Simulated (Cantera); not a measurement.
Gas-phase reforming

An isothermal, constant-pressure homogeneous reactor starts with CH₄ : CO₂ = 1 : 3.4 (molar parts), at 1600 K and 13.0 bar.

Cantera simulation using GRI-Mech 3.0 (53 species, 325 reactions); the numbers are that mechanism's predictions, not measurements. The pressure lies above the range GRI-Mech 3.0 was tuned for (to about 10 atm).

| t (s) | x CH₄ | x CO₂ | x CO | x C₂H | x H₂ | x H₂O₂ | x C₂H₆ |
|---|---|---|---|---|---|---|---|
| 7.00e-5 | 0.227 | 0.773 | 2.10e-5 | <1e-12 | 0.000382 | <1e-12 | 0.000255 |
| 0.000229 | 0.225 | 0.772 | 0.000102 | 6.56e-12 | 0.00151 | <1e-12 | 0.000832 |
| 0.000749 | 0.218 | 0.769 | 0.000752 | 1.30e-10 | 0.00697 | <1e-12 | 0.00163 |
| 0.00245 | 0.196 | 0.752 | 0.00626 | 1.29e-9 | 0.0262 | <1e-12 | 0.00115 |
| 0.00801 | 0.150 | 0.690 | 0.0385 | 4.39e-9 | 0.0525 | <1e-12 | 0.000557 |
| 0.0262 | 0.0779 | 0.543 | 0.140 | 1.01e-8 | 0.0484 | <1e-12 | 0.000228 |
| 0.0857 | 0.0252 | 0.397 | 0.263 | 1.33e-8 | 0.0504 | 1.85e-12 | 4.23e-5 |
| 0.280 | 0.0198 | 0.309 | 0.367 | 5.42e-9 | 0.0781 | 1.15e-12 | 2.09e-5 |
| 0.917 | 0.0140 | 0.242 | 0.447 | 1.00e-9 | 0.111 | <1e-12 | 7.69e-6 |
| 3.00 | 0.00384 | 0.209 | 0.480 | 4.15e-11 | 0.133 | <1e-12 | 4.88e-7 |
x: mole fraction; the columns are a selection and need not sum to one.

Equilibrium at this temperature and pressure: CH₄ 1.78e-6, CO₂ 0.202, CO 0.486, C₂H <1e-12, H₂ 0.139, H₂O₂ <1e-12, C₂H₆ <1e-12 (gas phase only).
